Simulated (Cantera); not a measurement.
Ignition delay

Mixture: CH4 : O2 : N2 = 2.6 : 2 : 7.52 (molar parts), at 3.00 bar, adiabatic and at constant pressure. Ignition delay is the time to a rise of 400 K.

Model: GRI-Mech 3.0 (53 species, 325 reactions), integrated in Cantera.

```tsv
T0 (K)	delay (ms)
1048	264
1098	123
1148	59.2
1198	29.6
1248	15.3
1298	8.17
```

```
Item                                                    Result
--------------------------------------------------  ----------
apparent activation energy between 1198 and 1298 K  170 kJ/mol
```
